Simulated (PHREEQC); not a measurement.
Consider water at 25 °C with 0.21 mol CuSO4, 0.12 mol HCl and 0.00029 mol FeCl3 per kg of water. Closed to the air; pH follows from the charge balance.

Computed with PHREEQC (ion-association model, phreeqc.dat).

No solid was allowed to form.

**Question.** Order these Cu species by the share of Cu that they hold, largest first: CuCl+, Cu+2, CuSO4.

**Answer.** Cu+2 (59 %), CuSO4 (36 %), CuCl+ (4.4 %)

**Question.** Order these Cl species by the share of Cl that they hold, largest first: CuCl+, Cl-, CuCl2.

**Answer.** Cl- (92 %), CuCl+ (7.7 %), CuCl2 (0.35 %)

The pH is 1.41 and the ionic strength 0.500 mol/kgw. Saturation is exceeded, for instance for Hematite (slow to form); the values hold only as long as no solid forms. Complexes and solids missing from the database can't appear.
